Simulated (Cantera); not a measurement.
Cantera run, input and output.

```python
import numpy as np
import cantera as ct

gas = ct.Solution("gri30.yaml", transport_model="mixture-averaged")
show = ['CH4', 'CH3', 'O']

rows = []
print(f"{'T/K':>7s}{'rho':>11s}{'cp':>10s}{'mu':>11s}{'lambda':>11s}{'Pr':>7s}" + "".join(f"{'D_' + s:>11s}" for s in show))
for T in [400, 500, 600, 700, 800, 900, 1000]:
    gas.TPX = T, 360000, {'H2O': 0.85, 'NO': 0.43, 'N2O': 0.58}
    Pr = gas.cp_mass * gas.viscosity / gas.thermal_conductivity
    D = [gas.mix_diff_coeffs_mole[gas.species_index(s)] for s in show]
    rows.append([gas.density, gas.cp_mass, gas.viscosity, gas.thermal_conductivity, Pr, *D])
    print(f"{T:7g}{gas.density:11.4e}{gas.cp_mass:10.1f}{gas.viscosity:11.4e}"
          f"{gas.thermal_conductivity:11.4e}{Pr:7.3f}" + "".join(f"{d:11.4e}" for d in D))
print("SI units: kg/m3, J/kg/K, Pa s, W/m/K, m2/s")
```

Result:

```
    T/K        rho        cp         mu     lambda     Pr      D_CH4      D_CH3        D_O
    400 3.1276e+00    1242.6 1.8240e-05 3.1928e-02  0.710 9.8881e-06 1.0037e-05 1.4914e-05
    500 2.5021e+00    1296.1 2.2291e-05 4.0818e-02  0.708 1.4892e-05 1.5085e-05 2.2151e-05
    600 2.0851e+00    1347.5 2.6131e-05 4.9923e-02  0.705 2.0670e-05 2.0903e-05 3.0442e-05
    700 1.7872e+00    1395.8 2.9787e-05 5.9193e-02  0.702 2.7160e-05 2.7431e-05 3.9710e-05
    800 1.5638e+00    1440.9 3.3281e-05 6.8557e-02  0.699 3.4315e-05 3.4623e-05 4.9896e-05
    900 1.3901e+00    1482.5 3.6632e-05 7.7952e-02  0.697 4.2097e-05 4.2442e-05 6.0955e-05
   1000 1.2511e+00    1521.0 3.9855e-05 8.7328e-02  0.694 5.0476e-05 5.0857e-05 7.2847e-05
SI units: kg/m3, J/kg/K, Pa s, W/m/K, m2/s
```

Computed with Cantera and GRI-Mech 3.0 (53 species, 325 reactions). Polar gases are described roughly by these parameters.
